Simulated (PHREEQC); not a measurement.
# Leach liquor (model solution)

Consider water at 85 °C and 10 atm with 0.0039 mol HCl, 0.064 mol MnSO4 and 0.00038 mol MgSO4 per kg of water. Closed to the air; pH follows from the charge balance.

Equilibrium calculation in PHREEQC: ion-association model, phreeqc.dat.

Precipitation was switched off in this run.

Question: Predict the pH.

Answer: pH 3.20.

Question: In which forms is S present?

Answer: MnSO4 55 %, SO4-2 39 %, HSO4- 4.8 % of the S.

Away from 25 °C the constants follow the database's enthalpies or fits; those with neither stay at their 25 °C values.
